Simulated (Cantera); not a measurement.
What does this Cantera script print?

```python
import numpy as np
import cantera as ct

surf = ct.Interface("diamond.yaml", "diamond_100")
gas, bulk = surf.adjacent["gas"], surf.adjacent["diamond"]
k = surf.kinetics_species_index(bulk.species_names[0])
cover = ["c6HH", "c6H*", "c6*H", "c6**", "c6HM", "c6B"]

rows, drift = [], 0.0
print(f"{'xCH3':>10s}{'um/h':>11s}" + "".join(f"{s:>11s}" for s in cover))
for v in [1e-06, 2.3e-06, 5.2e-06, 1.2e-05, 2.7e-05, 6.2e-05, 0.00014, 0.00032, 0.00073]:
    T, P, xH, xCH3 = 998, 2900, 0.012, v
    gas.TPX = T, P, {"H": xH, "CH3": xCH3, "CH4": 0.0065, "H2": 1 - xH - xCH3 - 0.0065}
    surf.TP = bulk.TP = T, P
    surf.coverages = "c6H*:0.1, c6HH:0.9"
    surf.advance_coverages(100.0)
    before = surf.coverages
    surf.advance_coverages(100.0)
    drift = max(drift, np.max(np.abs(surf.coverages - before) / (surf.coverages + 1e-9)))
    rate = surf.net_production_rates[k] * bulk.mean_molecular_weight / bulk.density * 3.6e9
    rows.append([rate, *surf[cover].coverages])
    print(f"{v:10.4g}{rate:11.4e}" + "".join(f"{x:11.3e}" for x in rows[-1][1:]))
```

Output:

```
      xCH3       um/h       c6HH       c6H*       c6*H       c6**       c6HM        c6B
     1e-06 1.4898e-02  5.986e-01  1.821e-02  3.735e-01  9.649e-03  4.479e-05  4.043e-11
   2.3e-06 3.4263e-02  5.985e-01  1.821e-02  3.735e-01  9.648e-03  1.030e-04  9.297e-11
   5.2e-06 7.7448e-02  5.984e-01  1.821e-02  3.734e-01  9.646e-03  2.328e-04  2.102e-10
   1.2e-05 1.7864e-01  5.982e-01  1.820e-02  3.733e-01  9.641e-03  5.371e-04  4.848e-10
   2.7e-05 4.0152e-01  5.976e-01  1.818e-02  3.729e-01  9.629e-03  1.207e-03  1.090e-09
   6.2e-05 9.1977e-01  5.964e-01  1.814e-02  3.721e-01  9.601e-03  2.765e-03  2.496e-09
   0.00014 2.0657e+00  5.936e-01  1.806e-02  3.703e-01  9.539e-03  6.211e-03  5.605e-09
   0.00032 4.6637e+00  5.873e-01  1.786e-02  3.662e-01  9.399e-03  1.402e-02  1.266e-08
   0.00073 1.0350e+01  5.736e-01  1.742e-02  3.573e-01  9.093e-03  3.112e-02  2.808e-08
```

Cantera simulation using the Harris–Goodwin 1993 mechanism for the reconstructed diamond (100) surface; the numbers are that mechanism's predictions, not measurements.
